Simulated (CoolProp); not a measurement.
A simple Rankine cycle with propyne: condensing at 330.15 K, boiler at 2.89 MPa, turbine inlet 370.6 K, turbine efficiency 0.7, pump efficiency 0.7, no recuperator. Each further row changes one setting.

Values from CoolProp's reference Helmholtz-energy equation of state, Polt 1992. This equation is an older, rougher fit; its heat capacities, sound speeds and derivatives of the liquid may be far off and weren't checked against measurements.

| case | thermal efficiency (%) | net work (kJ/kg) | heat in (kJ/kg) | turbine exit temperature (K) | volume ratio over the turbine |
|---|---|---|---|---|---|
| as stated | 5.6 | 24.7 | 438 | 330.5 | 2.24 |
| turbine inlet 390.6 K | 5.9 | 29.1 | 493 | 354.2 | 2.18 |
| condensing temperature 322.15 K | 6.9 | 31.5 | 459 | 322.2 | 2.72 |
| boiler pressure 2.02 MPa | 3.3 | 15.9 | 475 | 352.1 | 1.51 |
| turbine efficiency 0.6 | 4.7 | 20.6 | 438 | 332.4 | 2.27 |

The expansion ends wet for: condensing temperature 322.15 K.
